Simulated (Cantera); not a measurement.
Input: 1 mol Al, 3.4 mol HCl, 15 mol N₂, at 0.000140 bar.

These are equilibrium values from Cantera (NASA tables, ideal gas, pure condensed phases), not measurements of a reactor. Candidate condensed phases: Al, AlCl₃, AlN, NH₄Cl; 20 gas species. Equilibrium is a limit: real reactors are often held back by kinetics, nucleation or transport.

Question: What share of the Al ends up in condensed phases as a function of T (K), at 423, 523, 623, 723, 823, 923, 1023, 1123, 1223, 1323, 1423?

Answer: 
```json
[
 {"T (K)": "423", "Al condensed (%)": "5.9", "as": "AlN(s)"},
 {"T (K)": "523", "Al condensed (%)": "21.4", "as": "AlN(s)"},
 {"T (K)": "623", "Al condensed (%)": "20.4", "as": "AlN(s)"},
 {"T (K)": "723", "Al condensed (%)": "17.6", "as": "AlN(s)"},
 {"T (K)": "823", "Al condensed (%)": "15.4", "as": "AlN(s)"},
 {"T (K)": "923", "Al condensed (%)": "13.8", "as": "AlN(s)"},
 {"T (K)": "1023", "Al condensed (%)": "12.5", "as": "AlN(s)"},
 {"T (K)": "1123", "Al condensed (%)": "11.2", "as": "AlN(s)"},
 {"T (K)": "1223", "Al condensed (%)": "8.0", "as": "AlN(s)"},
 {"T (K)": "1323", "Al condensed (%)": "0.0", "as": "-"},
 {"T (K)": "1423", "Al condensed (%)": "0.0", "as": "-"}
]
```
